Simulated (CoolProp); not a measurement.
R1234ze(E) at several states: density (kg/m³) from the reference equation and from simpler models built on Tc = 109.4 °C, pc = 36.35 bar, ω = 0.313; each cubic takes its own stable root.

Values from CoolProp's reference Helmholtz-energy equation of state, Thol 2016.

| T (°C) | p (bar) | phase | reference |
|---|---|---|---|
| 13.55 | 0.204 | gas | 0.9812 |
| -6.45 | 24.5 | liquid | 1266 |
| 134.15 | 24.1 | gas | 102.8 |

How far does each simpler model (van der Waals, Redlich-Kwong, Soave-Redlich-Kwong, Peng-Robinson) lie from the reference over these 3 states: mean and median of the absolute difference, and the worst?


- van der Waals: mean 13.8 %, median 1.3 %, worst -39.9 % at -6.45 °C and 24.5 bar
- Redlich-Kwong: mean 4.7 %, median 0.6 %, worst -13.4 % at -6.45 °C and 24.5 bar
- Soave-Redlich-Kwong: mean 3.4 %, median 0.9 %, worst -9.4 % at -6.45 °C and 24.5 bar
- Peng-Robinson: mean 1.4 %, median 1.8 %, worst +2.4 % at -6.45 °C and 24.5 bar
